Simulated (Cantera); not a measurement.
Feed: 1 mol CaO, 7 mol HBr, 1.2 mol H2, at 1002 °C and 0.0100 bar.

These are equilibrium values from Cantera (NASA tables, ideal gas, pure condensed phases), not measurements of a reactor. Candidate condensed phases: Br2, Ca, CaBr2, CaO, Ca(OH)2, H2O; 19 gas species. Rates play no part.

Base state: HBr 0.670, H2 0.163, H2O 0.135, CaBr2 0.0282, Br 0.00334, Br2 2.06e-5 (mole fractions); condensed: CaBr2(l).

### Question
What changes in the equilibrium state with this change: H2 from 1.2 to 8.5 mol?

### Answer
```json
[
 {"species": "H2", "before": "0.163", "after": "0.570"},
 {"species": "HBr", "before": "0.670", "after": "0.334"},
 {"species": "H2O", "before": "0.135", "after": "0.0670"},
 {"species": "CaBr2", "before": "0.0282", "after": "0.0282"},
 {"species": "Br2", "before": "2.06e-5", "after": "1.47e-6"},
 {"species": "Br", "before": "0.00334", "after": "0.000891"},
 {"species": "CaBr2(l), mol", "before": "0.791", "after": "0.580"}
]
```
